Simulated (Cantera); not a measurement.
Feed: 1 mol BN, 30 mol HF, 0.47 mol H2, held at 2025 K and 0.0133 bar.

These are equilibrium values from Cantera (NASA tables, ideal gas, pure condensed phases), not measurements of a reactor. Candidate condensed phases: B, BN; 31 gas species. The tables' values for BF2 are old estimates; treat these amounts as uncertain. Kinetics and transport are ignored.

Base state: HF 0.885, H2 0.0619, BF3 0.0317, N2 0.0164, H 0.00415, BF2 0.00103, F 2.70e-5, BF 2.21e-5 (mole fractions); condensed: gas only.

**Question.** What changes in the equilibrium state with this change: temperature from 2025 K to 1298 K?

**Answer.** 
```
species   before    after
-------  -------  -------
HF         0.885    0.886
H2        0.0619   0.0647
BF3       0.0317   0.0328
H        0.00415  2.36e-6
N2        0.0164   0.0164
F        2.70e-5    <1e-9
BF       2.21e-5    <1e-9
BF2      0.00103  1.51e-7
BHF2     2.10e-5  3.99e-7
```
